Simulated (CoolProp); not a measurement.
Saturation properties of R143a (Tc = 345.9 K, pc = 37.62 bar, ω = 0.261).

Computed with CoolProp (reference Helmholtz-energy equation of state, Lemmon and Jacobsen 2000).

| T (K) | p (bar) | vapour density (kg/m³) | liquid cp (kJ/(kg K)) |
|---|---|---|---|
| 242.1 | 2.060 | 9.327 | 1.372 |
| 247.2 | 2.520 | 11.31 | 1.389 |
| 252.3 | 3.056 | 13.62 | 1.406 |
| 257.4 | ? | 16.28 | 1.425 |
| 262.5 | 4.385 | ? | 1.446 |
| 267.6 | 5.194 | 22.88 | ? |
| 272.7 | 6.110 | 26.92 | 1.493 |
| 277.8 | 7.144 | 31.54 | 1.520 |
| 282.9 | 8.303 | ? | 1.550 |
| 288.1 | ? | 43.00 | 1.585 |
| 293.2 | 11.07 | ? | ? |
| 298.3 | 12.67 | 57.90 | 1.670 |

Problem. Complete the blanks.

Solution. 
- 257.4, p (bar): 3.675
- 262.5, vapour density (kg/m³): 19.36
- 267.6, liquid cp (kJ/(kg K)): 1.468
- 282.9, vapour density (kg/m³): 36.83
- 288.1, p (bar): 9.624
- 293.2, vapour density (kg/m³): 49.94
- 293.2, liquid cp (kJ/(kg K)): 1.624

It boils at 225.9 K under 1 atm.
